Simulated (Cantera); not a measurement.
What does this Cantera script print?

```python
import numpy as np
import cantera as ct

gas = ct.Solution("gri30.yaml")
gas.TPX = 1273, 34000, {'CH4': 1, 'CO': 0.036, 'O2': 2.52, 'N2': 9.48}
reactor = ct.IdealGasReactor(gas, energy="on", clone=False)
net = ct.ReactorNet([reactor])
net.rtol, net.atol = 1e-08, 1e-16
show = ['CH4', 'CO', 'O2', 'C2H4', 'NO2', 'CH2CO']
times = np.geomspace(4e-06, 5, 12)

steps = ct.SolutionArray(gas, extra=["t"])
rows = []
print(f"{'t/s':>10s}{'T/K':>9s}{'P/Pa':>11s}" + "".join(f"{s:>11s}" for s in show))
for t in times:
    while net.time < t:
        t_next = net.step()
        steps.append(gas.state, t=t_next)
    rows.append([np.interp(t, steps.t, y) for y in (steps.T, steps.P, *steps(*show).X.T)])
    print(f"{t:10.3e}{rows[-1][0]:9.1f}{rows[-1][1]:11.4g}" + "".join(f"{x:11.3e}" for x in rows[-1][2:]))
rate = np.gradient(steps.T, steps.t)
print("integrator steps:", len(steps.t))
if steps.T.max() > steps.T[0] + 200:
    print(f"time of steepest temperature rise: {steps.t[rate.argmax()]:.4e} s")
gas.TPX = 1273, 34000, {'CH4': 1, 'CO': 0.036, 'O2': 2.52, 'N2': 9.48}
gas.equilibrate("UV")
print(f"equilibrium (UV): T = {gas.T:.1f} K  " + "  ".join(f"{s} {gas[s].X[0]:.3e}" for s in show))
```

Result:

```
       t/s      T/K       P/Pa        CH4         CO         O2       C2H4        NO2      CH2CO
 4.000e-06   1273.0    3.4e+04  7.671e-02  2.762e-03  1.933e-01  1.891e-18  2.554e-28  2.126e-17
 1.433e-05   1273.0    3.4e+04  7.671e-02  2.762e-03  1.933e-01  2.518e-16  2.632e-26  2.858e-16
 5.136e-05   1273.0    3.4e+04  7.671e-02  2.762e-03  1.933e-01  2.246e-14  1.756e-24  3.829e-15
 1.840e-04   1273.0    3.4e+04  7.671e-02  2.762e-03  1.933e-01  1.426e-12  1.047e-22  5.175e-14
 6.594e-04   1273.0    3.4e+04  7.671e-02  2.762e-03  1.933e-01  1.004e-10  8.018e-21  7.818e-13
 2.363e-03   1273.0    3.4e+04  7.670e-02  2.761e-03  1.933e-01  1.437e-08  9.420e-19  1.762e-11
 8.465e-03   1273.9  3.402e+04  7.653e-02  2.766e-03  1.932e-01  2.014e-06  1.173e-16  3.361e-09
 3.033e-02   1315.9  3.519e+04  7.057e-02  4.442e-03  1.886e-01  3.117e-04  1.714e-13  9.702e-06
 1.087e-01   2675.9  7.366e+04  1.319e-16  2.592e-02  4.139e-02  2.822e-25  3.669e-06  1.585e-18
 3.894e-01   2675.9  7.366e+04  1.319e-16  2.592e-02  4.139e-02  2.822e-25  3.669e-06  1.585e-18
 1.395e+00   2675.9  7.366e+04  1.319e-16  2.592e-02  4.139e-02  2.822e-25  3.669e-06  1.585e-18
 5.000e+00   2675.9  7.366e+04  1.319e-16  2.592e-02  4.139e-02  2.822e-25  3.669e-06  1.585e-18
integrator steps: 2205
time of steepest temperature rise: 3.2716e-02 s
equilibrium (UV): T = 2675.9 K  CH4 1.819e-16  CO 2.592e-02  O2 4.139e-02  C2H4 3.217e-25  NO2 3.669e-06  CH2CO 1.763e-18
```

Detailed kinetics in Cantera: GRI-Mech 3.0 (53 species, 325 reactions).
